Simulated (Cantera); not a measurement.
A closed system holds: 1 mol CaO, 22 mol HF, held at 1300 K and 10.0 mbar.

Equilibrium computed with Cantera from the NASA thermochemical tables; the gas is ideal and each condensed phase is pure. Candidate condensed phases: Ca, CaF₂, CaO, Ca(OH)₂, H₂O; 29 gas species. Equilibrium is a limit: real reactors are often held back by kinetics, nucleation or transport.

Base state: HF 0.952, H₂O 0.0476, H₂ 1.54e-5 (mole fractions); condensed: CaF₂(s).

What changes in the equilibrium state with this change: CaO replaced by SiO₂?


```
species        before    after
------------  -------  -------
HF              0.952    0.857
H₂O            0.0476   0.0952
SiF₄                0   0.0476
O₂            7.24e-6  1.15e-5
H₂            1.54e-5  2.44e-5
CaF₂(s), mol    1.000        0
```
Further candidate phases: Si, SiO₂.

What changes in the equilibrium state with this change: temperature from 1300 K to 1598 K?


| species | before | after |
|---|---|---|
| HF | 0.952 | 0.951 |
| H₂O | 0.0476 | 0.0472 |
| CaF₂ | 1.44e-6 | 0.00152 |
| OH | 1.76e-6 | 5.90e-5 |
| H₂ | 1.54e-5 | 0.000275 |
| CaF₂(s), mol | 1.000 | 0.968 |
